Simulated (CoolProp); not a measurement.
Vapour-liquid equilibrium of R13 (1) + propylene (2) at 0.582 bar; x and y are mole fractions of (1).

The numbers come from the multi-fluid Helmholtz-energy mixture model, Platzer 1990 and Lemmon 2013; pair parameters Bell 2016 in CoolProp. This equation is an older, rougher fit; its heat capacities, sound speeds and derivatives of the liquid may be far off and weren't checked against measurements.

Question: Give the bubble temperature and the first vapour's composition at x = 0.35, 0.45, 0.75. Is there an azeotrope?

Answer: x = 0.35: 189.9 K, y = 0.820; x = 0.45: 188.0 K, y = 0.855; x = 0.75: 184.4 K, y = 0.925. No azeotrope shows between x = 0.05 and 0.95.

Pair parameters are fitted to limited data, so mixtures are less certain than the pure fluids.
